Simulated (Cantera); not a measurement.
## Adiabatic ignition

An adiabatic, constant-volume homogeneous reactor starts with 6.22 % CH4, 2.43 % H2, 19.2 % O2, 72.1 % N2, equivalence ratio 0.71, at 950 K and 0.540 bar.

Computed with Cantera and GRI-Mech 3.0 (53 species, 325 reactions). Below about 1000 K GRI-Mech 3.0 lacks low-temperature oxidation paths.

| t (s) | T (K) | P (bar) | x CH4 | x H2 | x O2 | x CO | x C2H2 |
|---|---|---|---|---|---|---|---|
| 1.00e-5 | 950 | 0.540 | 0.0622 | 0.0243 | 0.192 | <1e-12 | <1e-12 |
| 2.26e-5 | 950 | 0.540 | 0.0622 | 0.0243 | 0.192 | <1e-12 | <1e-12 |
| 5.09e-5 | 950 | 0.540 | 0.0622 | 0.0243 | 0.192 | <1e-12 | <1e-12 |
| 0.000115 | 950 | 0.540 | 0.0622 | 0.0243 | 0.192 | <1e-12 | <1e-12 |
| 0.000259 | 950 | 0.540 | 0.0622 | 0.0243 | 0.192 | <1e-12 | <1e-12 |
| 0.000585 | 950 | 0.540 | 0.0622 | 0.0243 | 0.192 | <1e-12 | <1e-12 |
| 0.00132 | 950 | 0.540 | 0.0622 | 0.0243 | 0.192 | <1e-12 | <1e-12 |
| 0.00298 | 950 | 0.540 | 0.0622 | 0.0243 | 0.192 | <1e-12 | <1e-12 |
| 0.00672 | 950 | 0.540 | 0.0622 | 0.0243 | 0.192 | 4.67e-12 | <1e-12 |
| 0.0152 | 950 | 0.540 | 0.0622 | 0.0242 | 0.192 | 4.63e-8 | <1e-12 |
| 0.0342 | 960 | 0.546 | 0.0612 | 0.0240 | 0.191 | 0.000110 | 1.64e-9 |
| 0.0772 | 2544 | 1.45 | <1e-12 | 0.00370 | 0.0521 | 0.00902 | <1e-12 |
| 0.174 | 2542 | 1.45 | <1e-12 | 0.00370 | 0.0517 | 0.00899 | <1e-12 |
| 0.393 | 2542 | 1.45 | <1e-12 | 0.00370 | 0.0517 | 0.00899 | <1e-12 |
| 0.886 | 2542 | 1.45 | <1e-12 | 0.00370 | 0.0517 | 0.00899 | <1e-12 |
| 2.00 | 2542 | 1.45 | <1e-12 | 0.00370 | 0.0517 | 0.00899 | <1e-12 |
x: mole fraction; the columns are a selection and need not sum to one.

| Property | Value |
|---|---|
| time of steepest temperature rise | 62.1 ms |
| temperature at 2.00 s | 2542 K |
| equilibrium temperature | 2542 K |
| x(CH4) at 2.00 s | <1e-12 (gas-phase equilibrium <1e-12) |
| x(H2) at 2.00 s | 0.00370 (gas-phase equilibrium 0.00370) |
| x(O2) at 2.00 s | 0.0517 (gas-phase equilibrium 0.0517) |
